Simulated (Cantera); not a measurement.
Nitride etching: Si3N4 + H2

Input: 1 mol Si3N4, 210 mol H2, held at 0.518 Torr.

Equilibrium computed with Cantera from the NASA thermochemical tables; the gas is ideal and each condensed phase is pure. Candidate condensed phases: Si, Si3N4; 18 gas species. Mutual solubility and eutectic melting of coexisting phases are not modelled. Rates play no part.

From 650 °C to 800 °C the condensed part is Si3N4(s). From 825 °C to 925 °C the condensed part is Si(s) + Si3N4(s).

| T (°C) | x H2 | x N2 | x H | x SiH2 | n Si3N4(s) | n Si(s) |
|---|---|---|---|---|---|---|
| 650 | 1.00 | 5.59e-10 | 9.31e-9 | 8.30e-12 | 1.00 | 0 |
| 675 | 1.00 | 2.02e-9 | 2.00e-8 | 1.90e-11 | 1.00 | 0 |
| 700 | 1.00 | 6.81e-9 | 4.12e-8 | 4.19e-11 | 1.000 | 0 |
| 725 | 1.00 | 2.16e-8 | 8.19e-8 | 8.84e-11 | 1.000 | 0 |
| 750 | 1.00 | 6.49e-8 | 1.58e-7 | 1.80e-10 | 1.000 | 0 |
| 775 | 1.00 | 1.85e-7 | 2.94e-7 | 3.55e-10 | 1.000 | 0 |
| 800 | 1.000 | 5.00e-7 | 5.33e-7 | 6.77e-10 | 1.000 | 0 |
| 825 | 1.000 | 1.29e-6 | 9.42e-7 | 1.25e-9 | 1.000 | 0.000407 |
| 850 | 1.000 | 3.21e-6 | 1.62e-6 | 2.26e-9 | 1.000 | 0.00101 |
| 875 | 1.000 | 7.64e-6 | 2.73e-6 | 3.97e-9 | 0.999 | 0.00241 |
| 900 | 1.000 | 1.75e-5 | 4.49e-6 | 6.81e-9 | 0.998 | 0.00552 |
| 925 | 1.000 | 3.88e-5 | 7.24e-6 | 1.14e-8 | 0.996 | 0.0122 |
x: gas mole fraction; n: condensed amount in mol.
